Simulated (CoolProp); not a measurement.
R125 at several states: density (kg/m³) from the reference equation and from simpler models built on Tc = 339.2 K, pc = 3.618 MPa, ω = 0.305; each cubic takes its own stable root.

Computed with CoolProp (reference Helmholtz-energy equation of state, Lemmon 2005).

```
T (K)  p (MPa)          phase  reference
-----  -------  -------------  ---------
494.4     13.5  supercritical      474.4
211.1   0.0339            gas      2.360
423.6    0.389            gas      13.48
256.2       12         liquid       1447
```

**Question.** How far does each simpler model (van der Waals, Peng-Robinson) lie from the reference over these 4 states: mean and median of the absolute difference, and the worst?

**Answer.** 
- van der Waals: mean 11.7 %, median 5.5 %, worst -35.6 % at 256.2 K and 12 MPa
- Peng-Robinson: mean 1.6 %, median 1.1 %, worst +4.1 % at 256.2 K and 12 MPa
